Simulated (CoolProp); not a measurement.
Vapour-liquid equilibrium of R22 (1) + methanol (2) at 0.0775 MPa; x and y are mole fractions of (1).

Model: multi-fluid Helmholtz-energy mixture model, Kamei 1995 and de Reuck 1993; pair parameters Bell 2016, in CoolProp.

```csv
x,"bubble temperature, mixture model (K)","bubble temperature, Raoult's law (K)","y, mixture model","y, Raoult's law"
0.05,289.0,302.0,0.870,0.746
0.15,?,272.9,0.981,0.956
0.25,?,259.0,0.992,0.985
0.35,242.5,250.3,0.996,0.993
0.45,?,244.2,0.997,0.996
0.55,?,239.6,0.998,0.998
0.65,233.4,235.8,0.998,0.999
0.75,?,232.7,0.999,0.999
0.85,?,230.1,0.999,1.000
0.95,227.8,227.8,1.000,1.000
```

Fill in the missing entries.


- 0.15, bubble temperature, mixture model (K): 259.7
- 0.25, bubble temperature, mixture model (K): 248.7
- 0.45, bubble temperature, mixture model (K): 238.5
- 0.55, bubble temperature, mixture model (K): 235.6
- 0.75, bubble temperature, mixture model (K): 231.4
- 0.85, bubble temperature, mixture model (K): 229.6

The largest gap from Raoult's law is -13.2 K in bubble temperature, at x = 0.15. No azeotrope shows between x = 0.05 and 0.95.

Pair parameters are fitted to limited data, so mixtures are less certain than the pure fluids. With so large a gap from Raoult's law the liquid may split in two, which this calculation doesn't test in full.
